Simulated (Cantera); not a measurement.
Feed: 1 mol CuO, 12 mol H2, 8.2 mol H2O, at 93.0 Pa.

Method: chemical equilibrium by Gibbs-energy minimisation in Cantera with the NASA 1993 tables (ideal gas, pure condensed phases). Candidate condensed phases: Cu, CuO, Cu(OH)2, Cu2O, H2O; 12 gas species. Kinetics and transport are ignored.

Problem. At 1575 °C, list the 5 most abundant gas species with their mole fractions, and the condensed phases.

Solution. H2 0.510, H2O 0.430, Cu 0.0468, H 0.0124, OH 0.000771. Condensed: gas only.
